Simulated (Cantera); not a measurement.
A closed system holds: 1 mol borazine, 9 mol H2O, equilibrated at 56.0 Pa.

Equilibrium computed with Cantera from the NASA thermochemical tables; the gas is ideal and each condensed phase is pure. Candidate condensed phases: B, BN, B2O3, B3O3H3, H2O; 39 gas species. The feed counts by its element totals alone. Kinetics and transport are ignored. All values below are at 1902 °C.

Base state: H2 0.397, H2O 0.198, HBO2 0.137, H 0.130, N2 0.0918, B2O3 0.0128, BO 0.0108, OH 0.00872 (mole fractions); condensed: gas only.

### Question
What changes in the equilibrium state with this change: borazine replaced by B2H6?

### Answer
```csv
species,before,after
H2,0.397,0.374
H2O,0.198,0.343
H,0.130,0.126
N2,0.0918,0
B2O3,0.0128,0.00543
BO,0.0108,0.00521
OH,0.00872,0.0155
HBO2,0.137,0.118
NO,0.000183,0
B2O2,3.84e-5,8.87e-6
```
